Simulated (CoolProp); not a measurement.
Vapour-liquid equilibrium of nitrogen (1) + oxygen (2) at 76.7 K; x and y are mole fractions of (1).

Values from CoolProp's multi-fluid Helmholtz-energy mixture model, Span 2000 and Schmidt 1985; pair parameters Gernert 2013.

Give the bubble pressure and the first vapour's composition at x = 0.05, 0.75, 0.85. Is there an azeotrope?

x = 0.05: 0.2362 bar, y = 0.239; x = 0.75: 0.7562 bar, y = 0.928; x = 0.85: 0.8276 bar, y = 0.960. No azeotrope shows between x = 0.05 and 0.95.

Pair parameters are fitted to limited data, so mixtures are less certain than the pure fluids.
